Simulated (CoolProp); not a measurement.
Sulfur dioxide along the isobar 16.4 MPa: density (kg/m³) from the reference equation and from simpler models built on Tc = 430.6 K, pc = 7.887 MPa, ω = 0.256; each cubic takes its own stable root.

Values from CoolProp's reference Helmholtz-energy equation of state, Gao 2016.

| T (K) | phase | reference | van der Waals | Soave-Redlich-Kwong | Peng-Robinson |
|---|---|---|---|---|---|
| 255.5 | liquid | 1504 | [?] | 1347 | 1516 |
| 272.1 | liquid | 1464 | 890.5 | 1316 | 1482 |
| 288.7 | liquid | 1423 | 871.7 | 1281 | 1444 |
| 305.4 | liquid | [?] | 852.0 | [?] | 1403 |
| 322 | liquid | 1337 | 831.5 | [?] | 1358 |
| 338.7 | liquid | 1291 | 809.9 | 1159 | 1308 |
| 355.3 | liquid | 1243 | 787.3 | 1111 | 1253 |
| 371.9 | liquid | 1191 | 763.2 | 1059 | 1193 |
| 388.6 | liquid | 1135 | 737.5 | [?] | 1125 |
| 405.2 | liquid | 1073 | 710.0 | 934.7 | 1048 |
| 421.8 | liquid | 1002 | 680.4 | 861.0 | 960.8 |

Q: What belongs in the gaps?

A: 
- 255.5, van der Waals: 908.5
- 305.4, reference: 1380
- 305.4, Soave-Redlich-Kwong: 1244
- 322, Soave-Redlich-Kwong: 1203
- 388.6, Soave-Redlich-Kwong: 1000
